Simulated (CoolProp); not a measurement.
20 sccm (0 °C, 1 atm) of nitrogen bubbles through liquid n-heptane at 320.5 K and leaves saturated at a total pressure of 0.15 MPa (ideal gas phase). Each further row changes one setting.

Values from CoolProp's reference Helmholtz-energy equation of state, Span 2003. It is a short technical equation, of lower accuracy than the large ones.

```csv
case,vapour pressure (kPa),mole fraction of vapour,delivery (mg/min),delivery (sccm),change of delivery for a bath 1 K warmer (%)
as stated,16.9,?,?,2.54,4.8
bath temperature 325.5 K,?,?,14.4,3.21,4.8
total pressure 0.3 MPa,16.9,0.0564,?,?,?
```

**Question.** Fill in the missing entries.

**Answer.** 
- as stated, mole fraction of vapour: 0.113
- as stated, delivery (mg/min): 11.4
- bath temperature 325.5 K, vapour pressure (kPa): 20.8
- bath temperature 325.5 K, mole fraction of vapour: 0.138
- total pressure 0.3 MPa, delivery (mg/min): 5.34
- total pressure 0.3 MPa, delivery (sccm): 1.20
- total pressure 0.3 MPa, change of delivery for a bath 1 K warmer (%): 4.5
